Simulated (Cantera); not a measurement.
## Equilibrium for boron, boron nitride and boron oxide: B2H6 + O2

Feed: 1 mol B2H6, 7.6 mol O2, at 2348 K and 0.990 bar.

Cantera equilibrium calculation (NASA polynomials, part measured and part estimated; ideal gas, pure solids and liquids). Candidate condensed phases: B, B2O3, B3O3H3, H2O; 23 gas species. The feed counts by its element totals alone. Rates play no part.

| Property | Value |
|---|---|
| x(O2) | 0.519 |
| x(H2O) | 0.248 |
| x(HBO2) | 0.174 |
| x(B2O3) | 0.0205 |
| x(OH) | 0.0173 |
| x(BO2) | 0.0146 |
| x(O) | 0.00473 |
| x(H2) | 0.000939 |
| x(H) | 0.000380 |
| gas amount | 8.697 mol |
| log10 activity of B(s) (absent) | -8.86 |
